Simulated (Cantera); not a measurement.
Feed: 1 mol CH3SiH3, 0.016 mol C2H4, 41 mol H2, at 0.133 bar.

These are equilibrium values from Cantera (NASA tables, ideal gas, pure condensed phases), not measurements of a reactor. Candidate condensed phases: C, C6H6, C7H8, C8H18, Si, SiC; 87 gas species. The feed counts by its element totals alone. The numbers say what is thermodynamically allowed, not how fast it happens. All values below are at 1950 K.

Base state: H2 0.996, H 0.00313, C2H2 (acetylene) 0.000344, CH4 5.12e-5, Si 1.02e-5 (mole fractions); condensed: SiC(s).

Problem. What changes in the equilibrium state with this change: CH3SiH3 replaced by (CH3)2SiCl2?

Solution. 
```tsv
species	before	after
H2	0.996	0.952
HCl	0	0.0438
H	0.00313	0.00306
SiCl2	0	0.000232
Cl	0	0.000106
C2H2 (acetylene)	0.000344	0.000520
SiC(s), mol	0.999	0.989
C(graphite), mol	0	0.994
```
